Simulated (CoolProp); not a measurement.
Octamethylcyclotetrasiloxane (D4) along the isotherm 346.85 °C: density (kg/m³) from the reference equation and from simpler models built on Tc = 313.4 °C, pc = 1.347 MPa, ω = 0.598; each cubic takes its own stable root.

The numbers come from the reference Helmholtz-energy equation of state, Thol 2015 in CoolProp.

```csv
p (MPa),phase,reference,ideal gas,van der Waals,Redlich-Kwong,Soave-Redlich-Kwong,Peng-Robinson
0.0449,gas,2.608,2.584,2.606,2.609,2.607,2.610
0.0898,gas,5.268,5.167,5.259,5.270,5.263,5.276
0.135,gas,7.999,7.768,7.980,8.004,7.989,8.018
0.18,gas,10.78,10.36,10.74,10.78,10.76,10.81
0.225,gas,13.61,12.95,13.56,13.63,13.58,13.66
0.269,gas,16.44,15.48,16.36,16.47,16.39,16.52
0.314,gas,19.41,18.07,19.30,19.44,19.34,19.51
0.359,gas,22.44,20.66,22.29,22.48,22.34,22.57
0.404,gas,25.54,23.25,25.36,25.60,25.42,25.71
0.449,gas,28.72,25.84,28.49,28.79,28.56,28.93
0.494,gas,31.99,28.42,31.71,32.07,31.78,32.24
0.539,gas,35.34,31.01,35.01,35.45,35.08,35.63
0.584,gas,38.78,33.60,38.39,38.91,38.46,39.12
0.629,gas,42.32,36.19,41.87,42.49,41.93,42.72
0.674,gas,45.96,38.78,45.46,46.17,45.50,46.42
```
